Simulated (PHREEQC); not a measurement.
A solution holds 1.2 mmol/kgw CuSO4, 1.4 mmol/kgw HBF4 and 1.3 mmol/kgw H3BO3, at 25 °C. Closed to the air; pH follows from the charge balance.

Equilibrium calculation in PHREEQC: ion-association model, wateq4f.dat.

Precipitation was switched off in this run.

Task: Predict the pH, ionic strength.

Result: pH 2.83; ionic strength 0.00580 mol/kgw.

Task: In which forms is Cu present?

Result: Cu+2 89 %, CuSO4 9.5 %, CuF+ 1.1 % of the Cu.

Real BF4- forms and hydrolyses slowly; the run takes it at equilibrium.
